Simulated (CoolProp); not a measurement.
Vapour pressure (MPa) of sulfur hexafluoride: the reference equation beside estimates from Tc = 45.6 °C, pc = 3.755 MPa, ω = 0.210. Clausius-Clapeyron is anchored at -22.15 °C with a constant enthalpy of vaporisation of 14.27 kJ/mol.

Values from CoolProp's reference Helmholtz-energy equation of state, Guder 2009.

```json
[
 {"T (°C)": "-22.15", "reference": "0.6428", "Lee-Kesler": "0.6533", "Clausius-Clapeyron": "0.6428", "van der Waals": "1.338", "Redlich-Kwong": "0.8249", "Soave-Redlich-Kwong": "0.6559", "Peng-Robinson": "(withheld)"},
 {"T (°C)": "-18.75", "reference": "0.7176", "Lee-Kesler": "0.7287", "Clausius-Clapeyron": "0.7043", "van der Waals": "1.424", "Redlich-Kwong": "0.9087", "Soave-Redlich-Kwong": "0.7324", "Peng-Robinson": "0.7236"},
 {"T (°C)": "-15.45", "reference": "0.7962", "Lee-Kesler": "0.8078", "Clausius-Clapeyron": "0.7679", "van der Waals": "1.512", "Redlich-Kwong": "0.9954", "Soave-Redlich-Kwong": "0.8126", "Peng-Robinson": "0.8027"},
 {"T (°C)": "-12.15", "reference": "0.8810", "Lee-Kesler": "0.8929", "Clausius-Clapeyron": "0.8353", "van der Waals": "1.602", "Redlich-Kwong": "1.088", "Soave-Redlich-Kwong": "0.8992", "Peng-Robinson": "0.8880"},
 {"T (°C)": "-8.75", "reference": "(withheld)", "Lee-Kesler": "0.9874", "Clausius-Clapeyron": "0.9090", "van der Waals": "1.699", "Redlich-Kwong": "1.189", "Soave-Redlich-Kwong": "0.9954", "Peng-Robinson": "0.9829"},
 {"T (°C)": "-5.45", "reference": "1.074", "Lee-Kesler": "(withheld)", "Clausius-Clapeyron": "0.9847", "van der Waals": "1.796", "Redlich-Kwong": "1.293", "Soave-Redlich-Kwong": "1.096", "Peng-Robinson": "1.082"},
 {"T (°C)": "-2.15", "reference": "1.179", "Lee-Kesler": "1.191", "Clausius-Clapeyron": "1.065", "van der Waals": "1.897", "Redlich-Kwong": "1.403", "Soave-Redlich-Kwong": "1.203", "Peng-Robinson": "(withheld)"},
 {"T (°C)": "1.25", "reference": "1.295", "Lee-Kesler": "1.308", "Clausius-Clapeyron": "1.152", "van der Waals": "2.004", "Redlich-Kwong": "(withheld)", "Soave-Redlich-Kwong": "(withheld)", "Peng-Robinson": "1.306"},
 {"T (°C)": "4.55", "reference": "1.416", "Lee-Kesler": "1.428", "Clausius-Clapeyron": "1.240", "van der Waals": "2.112", "Redlich-Kwong": "1.645", "Soave-Redlich-Kwong": "(withheld)", "Peng-Robinson": "1.428"},
 {"T (°C)": "7.95", "reference": "1.550", "Lee-Kesler": "1.561", "Clausius-Clapeyron": "1.337", "van der Waals": "2.227", "Redlich-Kwong": "1.778", "Soave-Redlich-Kwong": "1.580", "Peng-Robinson": "1.562"},
 {"T (°C)": "11.25", "reference": "1.688", "Lee-Kesler": "1.699", "Clausius-Clapeyron": "1.435", "van der Waals": "2.342", "Redlich-Kwong": "1.914", "Soave-Redlich-Kwong": "1.720", "Peng-Robinson": "1.701"},
 {"T (°C)": "14.55", "reference": "1.834", "Lee-Kesler": "1.845", "Clausius-Clapeyron": "1.538", "van der Waals": "2.460", "Redlich-Kwong": "(withheld)", "Soave-Redlich-Kwong": "1.869", "Peng-Robinson": "1.850"}
]
```

Q: Complete the blanks.

A: 
- -22.15, Peng-Robinson: 0.6483
- -8.75, reference: 0.9752
- -5.45, Lee-Kesler: 1.086
- -2.15, Peng-Robinson: 1.188
- 1.25, Redlich-Kwong: 1.523
- 1.25, Soave-Redlich-Kwong: 1.322
- 4.55, Soave-Redlich-Kwong: 1.445
- 14.55, Redlich-Kwong: 2.057

Absolute difference from the reference over all 12 rows, mean and median: Lee-Kesler 1.1 and 1.1 %, Clausius-Clapeyron 8.6 and 9.0 %, van der Waals 66.8 and 64.1 %, Redlich-Kwong 19.9 and 19.7 %, Soave-Redlich-Kwong 2.0 and 2.0 %, Peng-Robinson 0.8 and 0.8 %.
